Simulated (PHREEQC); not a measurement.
Solution (70 °C): 0.018 mol KOH, 0.00013 mol CO2 and 0.0035 mol K2CO3 per kg of water. Closed to the air; pH follows from the charge balance.

Model: ion-association model, phreeqc.dat, run in PHREEQC.

Each row changes one thing in this solution. This is a speciation only: nothing precipitates in the calculation.

```tsv
case	pH	ionic strength (mol/kgw)	CO3-2 (mol/kgw)	HCO3- (mol/kgw)	CO2 (mol/kgw)
as made	10.97	0.0283	0.00334	0.000292	5.38e-9
temperature from 70 to 90 °C	10.59	0.0280	0.00300	0.000631	3.26e-8
temperature from 70 to 40 °C	11.71	0.0286	[?]	7.22e-5	[?]
diluted 10-fold with water	10.05	0.00268	[?]	[?]	3.03e-8
KOH from 0.018 to 0.036 mol/kgw	11.25	0.0465	0.00349	0.000144	1.34e-9
temperature from 70 to 45 °C	11.57	0.0285	0.00354	9.28e-5	4.12e-10
diluted 5-fold with water	10.33	0.00549	0.000488	0.000237	[?]
```

Q: Some entries are withheld; supply them.

A: 
- temperature from 70 to 40 °C, CO3-2 (mol/kgw): 0.00356
- temperature from 70 to 40 °C, CO2 (mol/kgw): 2.37e-10
- diluted 10-fold with water, CO3-2 (mol/kgw): 0.000183
- diluted 10-fold with water, HCO3- (mol/kgw): 0.000180
- diluted 5-fold with water, CO2 (mol/kgw): 2.07e-8

Away from 25 °C the constants follow the database's enthalpies or fits; those with neither stay at their 25 °C values.
